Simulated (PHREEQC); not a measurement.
Dissolve 0.00059 mol Li2CO3 per kg of water at 25 °C. Closed to the air; pH follows from the charge balance.

Model: ion-association model, wateq4f.dat, run in PHREEQC.

```json
[
 {"quantity": "pH", "before": "10.39", "after": "9.13"},
 {"quantity": "ionic strength (mol/kgw)", "before": "0.00151", "after": "0.00124"},
 {"quantity": "CO3-2 (mol/kgw)", "before": "0.000334", "after": "6.05e-5"},
 {"quantity": "HCO3- (mol/kgw)", "before": "0.000256", "after": "0.000529"},
 {"quantity": "CO2 (mol/kgw)", "before": "2.25e-8", "after": "8.84e-7"}
]
```

Q: Which change was made?
A. Li2CO3 replaced by (NH4)2CO3 at the same molality
B. temperature from 25 to 60 °C
C. Li2CO3 from 0.00059 to 0.000118 mol/kgw
D. 0.00024 mol/kgw Na2SO4 added
E. temperature from 25 to 90 °C

A: E, temperature from 25 to 90 °C

No solid was allowed to form. Away from 25 °C the constants follow the database's enthalpies or fits; those with neither stay at their 25 °C values.
